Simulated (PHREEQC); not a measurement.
Make-up at 40 °C: 130 mmol/kgw HF, 2.6 mmol/kgw (CH3)4NF, 0.0013 mmol/kgw H4SiO4 and 10 mmol/kgw HCl. Closed to the air; pH follows from the charge balance.

The numbers come from PHREEQC with the ion-association model, wateq4f.dat.

**Question.** The ionic strength comes out as 0.0164 mol/kgw. What activity coefficients do Cl-, HF2-, SiF6-2, H+, F- get?

**Answer.** Cl- 0.87, HF2- 0.87, SiF6-2 0.60, H+ 0.89, F- 0.87.

No solid was allowed to form. (CH3)4N+ isn't in the database: it is added as a free cation with an ion size of 4 Å. wateq4f.dat counts part of the HF as a dimer, H2F2, which phreeqc.dat doesn't know; its constant is uncertain. Away from 25 °C the constants follow the database's enthalpies or fits; those with neither stay at their 25 °C values. SiF6-2 is the database's only silicon fluoride.
